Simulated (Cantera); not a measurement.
Charge: 1 mol SiCl₄, 0.62 mol C₃H₈, 7.7 mol H₂, equilibrated at 0.110 bar.

These are equilibrium values from Cantera (NASA tables, ideal gas, pure condensed phases), not measurements of a reactor. Candidate condensed phases: C, C₆H₆, C₇H₈, C₈H₁₈, Si, SiC; 109 gas species. The tables' values for SiCl, SiCl₃ are old estimates; treat these amounts as uncertain. Gases not in the tables: Si₂H₆ and higher silanes. The numbers say what is thermodynamically allowed, not how fast it happens.

log p: log10 of the partial pressure in bar; n: condensed amount in mol.

```tsv
T (K)	log p H₂	log p HCl	log p H	log p SiCl₂	log p Cl	log p Si	log p C₂H₂ (acetylene)	n C(graphite)	n SiC(s)
1950	-1.12	-1.49	-3.50	-2.79	-3.99	-5.97	-4.39	1.04	0.813
2050	-1.12	-1.50	?	?	?	?	?	1.07	0.773
2150	-1.12	-1.51	?	?	?	?	?	1.10	0.728
2250	-1.13	-1.53	-2.69	-2.57	-3.24	-4.13	-3.60	1.13	0.676
2350	-1.13	-1.55	-2.47	-2.53	-3.03	-3.63	-3.39	1.15	0.601
2450	-1.15	-1.58	-2.27	-2.50	-2.85	-3.16	-3.20	1.20	0.464
2550	-1.17	-1.62	-2.09	-2.48	-2.69	-2.73	-3.04	1.32	0.153
```

Q: Some entries are withheld; supply them.

A: 
- 2150, log p H: -2.94
- 2150, log p SiCl₂: -2.63
- 2150, log p Cl: -3.46
- 2150, log p Si: -4.69
- 2150, log p C₂H₂ (acetylene): -3.84
- 2050, log p H: -3.21
- 2050, log p SiCl₂: -2.70
- 2050, log p Cl: -3.71
- 2050, log p Si: -5.29
- 2050, log p C₂H₂ (acetylene): -4.10
